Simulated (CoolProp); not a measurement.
Carbon dioxide along the isotherm -51.55 °C: Z from the reference equation and from simpler models built on Tc = 31.0 °C, pc = 73.77 bar, ω = 0.224; each cubic takes its own stable root.

Model: reference Helmholtz-energy equation of state, Span 1996, in CoolProp.

```
p (bar)   phase  reference
-------  ------  ---------
11.1     liquid    0.02283
22.1     liquid    0.04536
33.2     liquid    0.06799
44.3     liquid    0.09054
55.3     liquid     0.1128
66.4     liquid     0.1352
77.5     liquid     0.1575
88.5     liquid     0.1795
99.6     liquid     0.2016
111      liquid     0.2242
```

Question: How far does each simpler model (van der Waals, Redlich-Kwong, Soave-Redlich-Kwong, Peng-Robinson) lie from the reference over these 10 states: mean and median of the absolute difference, and the worst?

Answer: 
- van der Waals: mean 436.1 %, median 59.6 %, worst +3826.0 % at -51.55 °C and 11.1 bar
- Redlich-Kwong: mean 11.7 %, median 11.7 %, worst +12.7 % at -51.55 °C and 11.1 bar
- Soave-Redlich-Kwong: mean 8.1 %, median 8.1 %, worst +8.6 % at -51.55 °C and 11.1 bar
- Peng-Robinson: mean 4.4 %, median 4.4 %, worst -4.6 % at -51.55 °C and 111 bar

At some of these states van der Waals gives the other phase, because its saturation line lies elsewhere.
